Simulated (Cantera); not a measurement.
A perfectly stirred reactor is fed with NO : N2 = 1 : 0.16 (molar parts), at 8.25 Torr; it is held at 2123 K, and followed from long to short residence time.

Detailed kinetics in Cantera: GRI-Mech 3.0 (53 species, 325 reactions). Radical loss at walls, strong at low pressure, is not modelled.

Question: Predict: x(NO) at τ = 5.50 s; x(N2) at τ = 5.50 s; x(O) at τ = 5.50 s; x(NO2) at τ = 5.50 s; x(N2O) at τ = 5.50 s; x(NO) at τ = 90.0 ms; x(N2) at τ = 90.0 ms; x(O) at τ = 90.0 ms; x(NO2) at τ = 90.0 ms; x(N2O) at τ = 90.0 ms.

Answer: 
```
Item                     Result
---------------------  --------
x(NO) at τ = 5.50 s       0.258
x(N2) at τ = 5.50 s       0.438
x(O) at τ = 5.50 s      0.00847
x(NO2) at τ = 5.50 s    4.56e-5
x(N2O) at τ = 5.50 s    1.10e-5
x(NO) at τ = 90.0 ms      0.850
x(N2) at τ = 90.0 ms      0.143
x(O) at τ = 90.0 ms     0.00180
x(NO2) at τ = 90.0 ms   2.05e-5
x(N2O) at τ = 90.0 ms  0.000225
```
